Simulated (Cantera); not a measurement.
Premixed flame

A freely propagating, adiabatic, planar premixed flame of H2 : O2 : N2 = 1 : 0.556 : 1.56 (molar parts), unburnt at 675 K and 10.0 bar; unity-Lewis-number transport, grid criteria slope 0.08 and curve 0.16, no radiation.

Cantera simulation using the H2/O2 subset of GRI-Mech 3.0, which has no nitrogen chemistry; the numbers are that mechanism's predictions, not measurements. The hydrogen kinetics of GRI-Mech 3.0 are dated; newer H2 mechanisms differ, most at raised pressure. Unity Lewis numbers drop preferential diffusion, which matters most where H2 and H carry the flame. Burning velocities carry a grid error of a few per cent, more on coarse grids.

| z (mm) | T (K) | u (m/s) | x H2 | x O2 | x O | x HO2 | x H | x H2O2 |
|---|---|---|---|---|---|---|---|---|
| -0.0587 | 675 | 7.81 | 0.321 | 0.178 | <1e-8 | 9.97e-8 | <1e-8 | <1e-8 |
| -0.0391 | 675 | 7.81 | 0.321 | 0.178 | <1e-8 | 1.07e-6 | <1e-8 | 6.25e-8 |
| -0.0293 | 676 | 7.81 | 0.321 | 0.178 | 2.54e-8 | 5.67e-6 | <1e-8 | 3.32e-7 |
| -0.0196 | 682 | 7.88 | 0.320 | 0.178 | 5.33e-7 | 4.47e-5 | 2.91e-8 | 2.60e-6 |
| -0.00978 | 794 | 9.11 | 0.308 | 0.171 | 4.77e-5 | 0.000720 | 6.37e-5 | 3.66e-5 |
| -0.00489 | 1143 | 12.8 | 0.262 | 0.149 | 0.000793 | 0.00114 | 0.00375 | 6.99e-5 |
| 0 | 1648 | 17.8 | 0.160 | 0.100 | 0.00536 | 0.000578 | 0.0255 | 1.46e-5 |
| 0.00489 | 1987 | 21.0 | 0.0817 | 0.0599 | 0.0111 | 0.000260 | 0.0389 | 5.50e-6 |
| 0.00978 | 2173 | 22.6 | 0.0555 | 0.0435 | 0.0127 | 0.000142 | 0.0341 | 4.02e-6 |
| 0.0196 | 2368 | 24.2 | 0.0425 | 0.0348 | 0.0105 | 7.53e-5 | 0.0225 | 2.95e-6 |
| 0.0391 | 2546 | 25.6 | 0.0328 | 0.0300 | 0.00690 | 4.07e-5 | 0.0126 | 2.34e-6 |
| 0.0782 | 2682 | 26.7 | 0.0238 | 0.0264 | 0.00426 | 2.49e-5 | 0.00663 | 2.06e-6 |
| 0.156 | 2758 | 27.3 | 0.0179 | 0.0242 | 0.00298 | 1.95e-5 | 0.00400 | 2.04e-6 |
x: mole fraction of selected species; z is measured from the peak of heat release.

```
Quantity                      Value
------------------------  ---------
laminar burning velocity   780 cm/s
thermal thickness         0.0196 mm
peak x(O)                    0.0127
peak x(HO2)                 0.00120
peak x(H)                    0.0389
peak x(H2O2)                7.06e-5
```
